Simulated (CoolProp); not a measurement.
Ammonia along the isobar 8050 kPa: Z from the reference equation and from simpler models built on Tc = 405.6 K, pc = 11360 kPa, ω = 0.256; each cubic takes its own stable root.

Values from CoolProp's reference Helmholtz-energy equation of state, Gao 2020.

| T (K) | phase | reference |
|---|---|---|
| 280.9 | liquid | 0.09266 |
| 304.2 | liquid | 0.09026 |
| 327.5 | liquid | 0.08933 |
| 350.7 | liquid | 0.09037 |
| 374 | liquid | 0.09535 |
| 397.3 | gas | 0.6215 |
| 420.5 | gas | 0.7250 |
| 443.8 | gas | 0.7870 |
| 467.1 | gas | 0.8300 |

**Question.** How far does each simpler model (van der Waals, Soave-Redlich-Kwong, Peng-Robinson) lie from the reference over these 9 states: mean and median of the absolute difference, and the worst?

**Answer.** 
- van der Waals: mean 101.3 %, median 87.1 %, worst +541.5 % at 374 K and 8050 kPa
- Soave-Redlich-Kwong: mean 17.4 %, median 25.9 %, worst +33.8 % at 374 K and 8050 kPa
- Peng-Robinson: mean 8.0 %, median 11.4 %, worst +18.4 % at 374 K and 8050 kPa

At some of these states van der Waals gives the other phase, because its saturation line lies elsewhere.
